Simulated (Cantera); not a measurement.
Thermodynamics of carbon deposition, reforming and gasification, feed C6H6 + H2O

A closed system holds: 1 mol C6H6, 0.62 mol H2O, held at 13.3 mbar.

Equilibrium computed with Cantera from the NASA thermochemical tables; the gas is ideal and each condensed phase is pure. Candidate condensed phases: C, C6H6, C7H8, C8H18, H2O; 110 gas species. Rates play no part.

```tsv
T (K)	x H2	x H	x CO	x C3	x C2H2 (acetylene)	x C2H	x C	x C2	n C(graphite)
1473	0.854	0.000101	0.146	<1e-12	5.55e-6	1.05e-12	<1e-12	<1e-12	5.38
1623	0.853	0.000553	0.146	<1e-12	2.97e-5	7.32e-11	<1e-12	<1e-12	5.38
1773	0.852	0.00227	0.146	3.72e-12	0.000119	2.48e-9	9.14e-12	<1e-12	5.38
1923	0.846	0.00751	0.146	2.89e-10	0.000382	4.83e-8	4.06e-10	2.41e-11	5.38
2073	0.833	0.0208	0.145	1.18e-8	0.00102	6.06e-7	1.04e-8	1.01e-9	5.37
2223	0.805	0.0498	0.143	2.87e-7	0.00234	5.33e-6	1.72e-7	2.52e-8	5.36
2373	0.752	0.105	0.139	4.63e-6	0.00463	3.49e-5	1.98e-6	4.17e-7	5.34
2523	0.664	0.196	0.132	5.31e-5	0.00790	0.000176	1.71e-5	4.92e-6	5.30
2673	0.539	0.326	0.122	0.000460	0.0115	0.000704	0.000115	4.38e-5	5.25
2823	0.390	0.479	0.110	0.00314	0.0140	0.00226	0.000634	0.000308	5.13
2973	0.242	0.618	0.0973	0.0175	0.0139	0.00587	0.00293	0.00177	4.73
```
x: gas mole fraction; n: condensed amount in mol.

From 1473 K to 2973 K the condensed part is C(graphite). The main C-bearing gas is CO throughout.
